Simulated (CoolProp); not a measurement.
A single-stage vapour-compression cycle with R365MFC: evaporating at 262.15 K (dew point), condensing at 294.15 K (bubble point), superheat 2 K, subcooling 5 K, compressor efficiency 0.75, no pressure losses. Each further row changes one setting.

Values from CoolProp's reference Helmholtz-energy equation of state, Lemmon 2016.

| case | cooling COP | pressure ratio | discharge temperature (K) | refrigerating effect (kJ/kg) | volumetric capacity (kJ/m³) |
|---|---|---|---|---|---|
| as stated | 5.64 | 4.65 | 298.3 | 177 | 124 |
| evaporating temperature 267.15 K | 6.95 | 3.55 | 297.5 | 181 | 164 |
| condensing temperature 289.15 K | 6.83 | 3.76 | 293.5 | 183 | 129 |
| subcooling 10 K | 5.86 | 4.65 | 298.3 | 183 | 129 |
| superheat 12 K | 5.71 | 4.65 | 308.7 | 186 | 126 |
| compressor efficiency 0.65 | 4.89 | 4.65 | 303.1 | 177 | 124 |
